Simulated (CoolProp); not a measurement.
n-octane along the isotherm 346.85 °C: Z from the reference equation and from simpler models built on Tc = 295.6 °C, pc = 2484 kPa, ω = 0.398; each cubic takes its own stable root.

Values from CoolProp's reference Helmholtz-energy equation of state, Beckmüller 2019.

```
p (kPa)          phase  reference
-------  -------------  ---------
1770               gas     0.7920
3550     supercritical     0.5257
5320     supercritical     0.3858
7100     supercritical     0.4355
8870     supercritical     0.5030
10600    supercritical     0.5718
12400    supercritical     0.6436
14200    supercritical     0.7151
16000    supercritical     0.7858
17700    supercritical     0.8520
19500    supercritical     0.9213
21300    supercritical     0.9899
23100    supercritical      1.058
24800    supercritical      1.121
```

**Question.** How far does each simpler model (van der Waals, Redlich-Kwong, Soave-Redlich-Kwong, Peng-Robinson) lie from the reference over these 14 states: mean and median of the absolute difference, and the worst?

**Answer.** 
- van der Waals: mean 31.1 %, median 36.0 %, worst +38.1 % at 346.85 °C and 24800 kPa
- Redlich-Kwong: mean 9.0 %, median 9.0 %, worst +12.7 % at 346.85 °C and 7100 kPa
- Soave-Redlich-Kwong: mean 12.6 %, median 11.7 %, worst +23.2 % at 346.85 °C and 5320 kPa
- Peng-Robinson: mean 3.5 %, median 1.3 %, worst +13.9 % at 346.85 °C and 5320 kPa
